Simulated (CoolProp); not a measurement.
Values from CoolProp's reference Helmholtz-energy equation of state, Lemmon 2004. It is a short technical equation, of lower accuracy than the large ones.

Question: For n-dodecane, give the phase and the speed of sound (m/s), Joule-Thomson coefficient (K/MPa), isothermal compressibility (1/MPa), expansivity (1/kK) at 346.85 °C and 18.2 MPa.

Answer: 
- 346.85 °C and 18.2 MPa: liquid; speed of sound 599, Joule-Thomson coefficient -0.108, isothermal compressibility 0.00573, expansivity 1.30
